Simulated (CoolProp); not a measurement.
R1233zd(E) along the isobar 3.93 MPa: density (kg/m³) from the reference equation and from simpler models built on Tc = 438.9 K, pc = 3.583 MPa, ω = 0.304; each cubic takes its own stable root.

Model: reference Helmholtz-energy equation of state, Akasaka 2022, in CoolProp.

```tsv
T (K)	phase	reference	van der Waals	Redlich-Kwong	Soave-Redlich-Kwong	Peng-Robinson
222.7	liquid	1436	849.5	1250	1282	1441
238.9	liquid	1403	833.5	1223	1258	1415
255.2	liquid	1369	816.7	1193	1231	1386
271.4	liquid	1334	799.2	1161	1203	1356
287.6	liquid	1298	780.9	1128	1172	1322
303.9	liquid	1261	761.3	1092	1138	1285
320.1	liquid	1222	740.6	1054	1101	1244
336.3	liquid	1180	718.3	1012	1060	1198
352.6	liquid	1136	693.9	967.1	1014	1147
368.8	liquid	1088	667.3	917.5	963.0	1089
385.1	liquid	1034	637.0	861.5	903.9	1021
401.3	liquid	971.6	602.0	797.0	834.2	940.8
417.5	liquid	893.6	558.7	718.0	746.6	838.4
433.8	liquid	773.6	497.4	605.5	617.1	685.7
450	supercritical	307.3	331.3	311.4	287.8	305.6
```
